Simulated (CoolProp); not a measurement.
Water along the isobar 0.585 MPa: density (kg/m³) from the reference equation and from simpler models built on Tc = 647.1 K, pc = 22.06 MPa, ω = 0.344; each cubic takes its own stable root.

The numbers come from the reference Helmholtz-energy equation of state, Wagner 2002 in CoolProp.

```tsv
T (K)	phase	reference
323.4	liquid	988.1
337.6	liquid	981.1
351.8	liquid	972.8
366	liquid	963.6
380.2	liquid	953.4
394.4	liquid	942.3
408.6	liquid	930.3
422.8	liquid	917.4
437	gas	3.040
451.2	gas	2.924
465.4	gas	2.820
479.6	gas	2.724
493.8	gas	2.636
508	gas	2.555
522.2	gas	2.479
536.4	gas	2.408
```

Question: How far does each simpler model (van der Waals, Redlich-Kwong, Peng-Robinson) lie from the reference over these 16 states: mean and median of the absolute difference, and the worst?

Answer: 
- van der Waals: mean 50.5 %, median 51.1 %, worst -99.7 % at 422.8 K and 0.585 MPa
- Redlich-Kwong: mean 23.5 %, median 14.5 %, worst -99.7 % at 422.8 K and 0.585 MPa
- Peng-Robinson: mean 8.5 %, median 8.4 %, worst -17.1 % at 422.8 K and 0.585 MPa

At some of these states van der Waals, Redlich-Kwong gives the other phase, because its saturation line lies elsewhere.
